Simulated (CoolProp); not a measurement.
Properties of R1234yf along the isobar 4.42 MPa (Tc = 367.8 K, pc = 3.384 MPa, ω = 0.276).

Computed with CoolProp (reference Helmholtz-energy equation of state, Lemmon 2022).

```json
[
 {"T (K)": "186.7", "phase": "liquid", "cv (kJ/(kg K))": "0.7562", "conductivity (mW/(m K))": "104"},
 {"T (K)": "196.3", "phase": "liquid", "cv (kJ/(kg K))": "0.7668", "conductivity (mW/(m K))": "101"},
 {"T (K)": "205.8", "phase": "liquid", "cv (kJ/(kg K))": "0.7785", "conductivity (mW/(m K))": "97.2"},
 {"T (K)": "215.3", "phase": "liquid", "cv (kJ/(kg K))": "0.7912", "conductivity (mW/(m K))": "93.8"},
 {"T (K)": "224.8", "phase": "liquid", "cv (kJ/(kg K))": "0.8046", "conductivity (mW/(m K))": "90.3"},
 {"T (K)": "234.4", "phase": "liquid", "cv (kJ/(kg K))": "0.8186", "conductivity (mW/(m K))": "86.9"},
 {"T (K)": "243.9", "phase": "liquid", "cv (kJ/(kg K))": "0.8329", "conductivity (mW/(m K))": "83.6"},
 {"T (K)": "253.4", "phase": "liquid", "cv (kJ/(kg K))": "0.8473", "conductivity (mW/(m K))": "80.4"},
 {"T (K)": "262.9", "phase": "liquid", "cv (kJ/(kg K))": "0.8619", "conductivity (mW/(m K))": "77.3"},
 {"T (K)": "272.5", "phase": "liquid", "cv (kJ/(kg K))": "0.8769", "conductivity (mW/(m K))": "74.2"},
 {"T (K)": "282", "phase": "liquid", "cv (kJ/(kg K))": "0.8918", "conductivity (mW/(m K))": "71.3"},
 {"T (K)": "291.5", "phase": "liquid", "cv (kJ/(kg K))": "0.9068", "conductivity (mW/(m K))": "68.4"},
 {"T (K)": "301", "phase": "liquid", "cv (kJ/(kg K))": "0.9221", "conductivity (mW/(m K))": "65.7"},
 {"T (K)": "310.6", "phase": "liquid", "cv (kJ/(kg K))": "0.9377", "conductivity (mW/(m K))": "62.9"},
 {"T (K)": "320.1", "phase": "liquid", "cv (kJ/(kg K))": "0.9536", "conductivity (mW/(m K))": "60.3"},
 {"T (K)": "329.6", "phase": "liquid", "cv (kJ/(kg K))": "0.9700", "conductivity (mW/(m K))": "57.7"}
]
```

Thermal conductivity comes from a separate model (Perkins 2011).
